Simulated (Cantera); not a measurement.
A perfectly stirred reactor is fed with H2 : O2 : N2 = 0.42 : 1 : 12 (molar parts), equivalence ratio 0.21, at 100000 Pa; it is held at 1325 K, and followed from long to short residence time.

Cantera simulation using the H2/O2 subset of GRI-Mech 3.0, which has no nitrogen chemistry; the numbers are that mechanism's predictions, not measurements.

### Question
Predict: x(H2) at τ = 6.00 s; x(O2) at τ = 6.00 s; x(OH) at τ = 6.00 s; x(H) at τ = 6.00 s; x(H2O2) at τ = 6.00 s; x(H2) at τ = 22.0 ms; x(O2) at τ = 22.0 ms; x(OH) at τ = 22.0 ms; x(H) at τ = 22.0 ms; x(H2O2) at τ = 22.0 ms.

### Answer
* **x(H2) at τ = 6.00 s**: 5.58e-6
* **x(O2) at τ = 6.00 s**: 0.0598
* **x(OH) at τ = 6.00 s**: 4.24e-5
* **x(H) at τ = 6.00 s**: 1.08e-7
* **x(H2O2) at τ = 6.00 s**: 2.10e-8
* **x(H2) at τ = 22.0 ms**: 0.000215
* **x(O2) at τ = 22.0 ms**: 0.0597
* **x(OH) at τ = 22.0 ms**: 0.000268
* **x(H) at τ = 22.0 ms**: 2.86e-5
* **x(H2O2) at τ = 22.0 ms**: 3.39e-7
